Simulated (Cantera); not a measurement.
A closed system holds: 1 mol Si, 0.91 mol CO2, 4 mol H2, 0.11 mol N2O, held at 1277 °C and 13.3 mbar.

Equilibrium computed with Cantera from the NASA thermochemical tables; the gas is ideal and each condensed phase is pure. Candidate condensed phases: C, C6H6, C7H8, C8H18, H2O, Si, SiC, SiO2, Si2N2O, Si3N4; 151 gas species. Mutual solubility and eutectic melting of coexisting phases are not modelled. The tables hold silica as quartz up to 1696 K and as liquid above; real silica turns to tridymite and cristobalite and melts near 1996 K. Equilibrium is a limit: real reactors are often held back by kinetics, nucleation or transport.

Base state: H2 0.823, CO 0.150, SiO 0.0255, N2 0.00102, H 0.000247, H2O 1.68e-5 (mole fractions); condensed: SiC(s) + SiO2(β-quartz) + Si2N2O(s).

What changes in the equilibrium state with this change: CO2 from 0.91 to 2.9 mol?


```csv
species,before,after
H2,0.823,0.459
CO,0.150,0.381
H2O,1.68e-5,0.111
CO2,1.10e-6,0.0329
SiO,0.0255,2.15e-6
N2,0.00102,0.0157
H,0.000247,0.000185
"SiC(s), mol",0.180,0
"SiO2(β-quartz), mol",0.486,1.000
"Si2N2O(s), mol",0.105,0
```

What changes in the equilibrium state with this change: temperature from 1277 °C to 1725 °C?


```csv
species,before,after
H2,0.823,0.652
SiO,0.0255,0.165
CO,0.150,0.150
N2,0.00102,0.0182
H,0.000247,0.0112
H2O,1.68e-5,0.00314
CO2,1.10e-6,0.000158
"SiC(s), mol",0.180,0
"SiO2(β-quartz), mol",0.486,0
"Si2N2O(s), mol",0.105,0
```

What changes in the equilibrium state with this change: pressure from 13.3 mbar to 1.90 mbar?


| species | before | after |
|---|---|---|
| H2 | 0.823 | 0.683 |
| CO | 0.150 | 0.155 |
| SiO | 0.0255 | 0.149 |
| N2 | 0.00102 | 0.0125 |
| H | 0.000247 | 0.000597 |
| H2O | 1.68e-5 | 1.68e-5 |
| SiC(s), mol | 0.180 | 0 |
| SiO2(β-quartz), mol | 0.486 | 0.0565 |
| Si2N2O(s), mol | 0.105 | 0.0365 |
